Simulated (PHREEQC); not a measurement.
1 g of hydrous ferric oxide (600 m²/g; 0.2 weak and 0.005 strong sites per Fe, Dzombak-Morel constants, diffuse double layer) in 1 kg of water with 0.001 mol/kgw of an inert sodium salt and 0.00037 mol Ag2SO4 and 0.00041 mol NaH2PO4, at 25 °C; the pH is set by adding NaOH or the inert anion's acid. O2 is buffered at 0.21 atm. CO2 from the air is kept out. Precipitation was switched off in this run.

Computed with PHREEQC (ion-association model, wateq4f.dat).

```json
[
 {"pH": "3", "S sorbed (%)": "100.0", "Ag sorbed (%)": "0.0", "P sorbed (%)": "100.0", "surface charge σ (C/m²)": "0.123", "surface potential ψ (mV)": "183"},
 {"pH": "3.5", "S sorbed (%)": "100.0", "Ag sorbed (%)": "0.0", "P sorbed (%)": "100.0", "surface charge σ (C/m²)": "0.089", "surface potential ψ (mV)": "173"},
 {"pH": "4", "S sorbed (%)": "99.9", "Ag sorbed (%)": "0.2", "P sorbed (%)": "100.0", "surface charge σ (C/m²)": "0.060", "surface potential ψ (mV)": "156"},
 {"pH": "4.5", "S sorbed (%)": "99.4", "Ag sorbed (%)": "0.7", "P sorbed (%)": "100.0", "surface charge σ (C/m²)": "0.039", "surface potential ψ (mV)": "135"},
 {"pH": "5", "S sorbed (%)": "96.4", "Ag sorbed (%)": "2.1", "P sorbed (%)": "100.0", "surface charge σ (C/m²)": "0.024", "surface potential ψ (mV)": "111"},
 {"pH": "5.5", "S sorbed (%)": "83.6", "Ag sorbed (%)": "4.5", "P sorbed (%)": "100.0", "surface charge σ (C/m²)": "0.015", "surface potential ψ (mV)": "89"},
 {"pH": "6", "S sorbed (%)": "57.1", "Ag sorbed (%)": "6.7", "P sorbed (%)": "100.0", "surface charge σ (C/m²)": "0.010", "surface potential ψ (mV)": "70"},
 {"pH": "6.5", "S sorbed (%)": "26.6", "Ag sorbed (%)": "8.5", "P sorbed (%)": "100.0", "surface charge σ (C/m²)": "0.007", "surface potential ψ (mV)": "52"},
 {"pH": "7", "S sorbed (%)": "6.4", "Ag sorbed (%)": "11.9", "P sorbed (%)": "100.0", "surface charge σ (C/m²)": "0.003", "surface potential ψ (mV)": "29"},
 {"pH": "7.5", "S sorbed (%)": "0.8", "Ag sorbed (%)": "20.4", "P sorbed (%)": "99.7", "surface charge σ (C/m²)": "0.000", "surface potential ψ (mV)": "2"},
 {"pH": "8", "S sorbed (%)": "0.1", "Ag sorbed (%)": "37.3", "P sorbed (%)": "97.9", "surface charge σ (C/m²)": "-0.003", "surface potential ψ (mV)": "-28"},
 {"pH": "8.5", "S sorbed (%)": "0.0", "Ag sorbed (%)": "62.0", "P sorbed (%)": "85.0", "surface charge σ (C/m²)": "-0.007", "surface potential ψ (mV)": "-55"},
 {"pH": "9", "S sorbed (%)": "0.0", "Ag sorbed (%)": "84.3", "P sorbed (%)": "54.6", "surface charge σ (C/m²)": "-0.012", "surface potential ψ (mV)": "-73"},
 {"pH": "9.5", "S sorbed (%)": "0.0", "Ag sorbed (%)": "94.8", "P sorbed (%)": "25.4", "surface charge σ (C/m²)": "-0.017", "surface potential ψ (mV)": "-87"},
 {"pH": "10", "S sorbed (%)": "0.0", "Ag sorbed (%)": "98.3", "P sorbed (%)": "7.5", "surface charge σ (C/m²)": "-0.026", "surface potential ψ (mV)": "-104"},
 {"pH": "10.5", "S sorbed (%)": "0.0", "Ag sorbed (%)": "99.4", "P sorbed (%)": "1.5", "surface charge σ (C/m²)": "-0.041", "surface potential ψ (mV)": "-125"},
 {"pH": "11", "S sorbed (%)": "0.0", "Ag sorbed (%)": "99.8", "P sorbed (%)": "0.3", "surface charge σ (C/m²)": "-0.065", "surface potential ψ (mV)": "-144"}
]
```

Complexes and solids missing from the database can't appear. H3PO4, which wateq4f.dat lacks, is added to it with the constant of phreeqc.dat. The database has no phosphate complexes of Ag. The oxide is taken as insoluble; below pH 4 it would dissolve.
